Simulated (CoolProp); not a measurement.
Saturation properties of R113.

Model: reference Helmholtz-energy equation of state, Marx 1992, in CoolProp.

| T (K) | p (MPa) | enthalpy of vaporisation (kJ/kg) | vapour Z |
|---|---|---|---|
| 294.6 | 0.03891 | 152.4 | 0.9796 |
| 299.7 | 0.04763 | 150.9 | 0.9763 |
| 304.7 | 0.05763 | 149.3 | 0.9727 |
| 309.8 | 0.06948 | 147.8 | 0.9688 |
| 314.8 | 0.08288 | 146.2 | 0.9645 |
| 319.9 | 0.09855 | [?] | 0.9597 |
| 325 | 0.1165 | 142.9 | 0.9546 |
| 330 | 0.1364 | 141.3 | [?] |
| 335.1 | [?] | 139.6 | 0.9431 |
| 340.2 | 0.1851 | 137.8 | 0.9366 |
| 345.2 | 0.2133 | 136.1 | 0.9298 |
| 350.3 | 0.2455 | [?] | 0.9224 |
| 355.3 | 0.2804 | 132.4 | 0.9147 |
| 360.4 | 0.3198 | 130.5 | [?] |
| 365.5 | 0.3633 | 128.5 | [?] |

Question: Complete the blanks.

Answer: 
- 319.9, enthalpy of vaporisation (kJ/kg): 144.6
- 330, vapour Z: 0.9491
- 335.1, p (MPa): 0.1593
- 350.3, enthalpy of vaporisation (kJ/kg): 134.2
- 360.4, vapour Z: 0.9064
- 365.5, vapour Z: 0.8975

It boils at 320.7 K under 1 atm.
